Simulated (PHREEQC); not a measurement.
**Brine (model solution)**

Consider water at 25 °C with 0.62 mol LiCl and 2.9 mol MnCl2 per kg of water. Closed to the air; pH follows from the charge balance.

Model: ion-association model with all activity coefficients set to 1, phreeqc.dat, run in PHREEQC.

No solid was allowed to form.

### Question
Estimate the pH.

### Answer
pH 5.69.

### Question
In which forms is Mn present?

### Answer
MnCl+ 44 %, MnCl2 34 %, MnCl3- 16 %, Mn+2 6.1 % of the Mn.

Caution: at this ionic strength the ion-association model is outside its range; a Pitzer model would be the better tool where its parameters exist.
